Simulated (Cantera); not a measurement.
A closed system holds: 1 mol S, 0.74 mol SO2, 0.19 mol O2, equilibrated at 900 K and 1.90e7 Pa.

Method: chemical equilibrium by Gibbs-energy minimisation in Cantera with the NASA 1993 tables (ideal gas, pure condensed phases). Candidate condensed phases: S; 10 gas species. The ideal-gas law is rough above about 30 bar. Gases not in the tables: S3 to S7. The numbers say what is thermodynamically allowed, not how fast it happens.

Base state: SO2 0.983, S2 0.00703, S2O 0.00548, S8 0.00482 (mole fractions); condensed: S(l).

**Question.** What changes in the equilibrium state with this change: temperature from 900 K to 823 K?

**Answer.** 
| species | before | after |
|---|---|---|
| SO2 | 0.983 | 0.993 |
| S8 | 0.00482 | 0.00323 |
| S2O | 0.00548 | 0.00213 |
| S2 | 0.00703 | 0.00185 |
| S(l), mol | 0.753 | 0.779 |
